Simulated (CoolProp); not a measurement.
Model: reference Helmholtz-energy equation of state, Schroeder 2014, in CoolProp.

### Question
For ethanol, give the phase and the speed of sound (m/s), Joule-Thomson coefficient (K/MPa), Prandtl number at 252.2 K and 0.466 bar; 459.8 K and 0.119 bar.

### Answer
- 252.2 K and 0.466 bar: liquid; speed of sound 1310, Joule-Thomson coefficient -0.420, Prandtl number 36.6
- 459.8 K and 0.119 bar: gas; speed of sound 302, Joule-Thomson coefficient 17.1, Prandtl number 0.811

Viscosity comes from a separate model (Kiselev 2005). Thermal conductivity comes from a separate model (Assael 2013).
